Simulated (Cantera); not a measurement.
## Carbon deposition, reforming and gasification: C6H6 + NH3 + H2

Charge: 1 mol C6H6, 0.33 mol NH3, 0.45 mol H2, held at 325 °C and 0.000510 bar.

Equilibrium computed with Cantera from the NASA thermochemical tables; the gas is ideal and each condensed phase is pure. Candidate condensed phases: C, C6H6, C7H8, C8H18; 92 gas species. Equilibrium is a limit: real reactors are often held back by kinetics, nucleation or transport.

* **x(H2)**: 0.916
* **x(CH4)**: 0.0425
* **x(N2)**: 0.0418
* **x(NH3)**: 3.93e-6
* **n(C(graphite))**: 5.83 mol
* **gas amount**: 3.943 mol
